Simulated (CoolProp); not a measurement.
Vapour-liquid equilibrium of cyclohexane (1) + dimethyl carbonate (2) at 0.105 MPa; x and y are mole fractions of (1).

Model: multi-fluid Helmholtz-energy mixture model, Zhou 2014 and Zhou 2011; pair parameters Bell 2016, in CoolProp.

Give the bubble temperature and the first vapour's composition at x = 0.275, 0.35, 0.95. Is there an azeotrope?

x = 0.275: 349.6 K, y = 0.502; x = 0.35: 348.6 K, y = 0.539; x = 0.95: 352.0 K, y = 0.873. y crosses x between x = 0.575 and 0.65: the model has an azeotrope there.

The pair parameters rest on a limited set of measurements; away from them the model extrapolates.
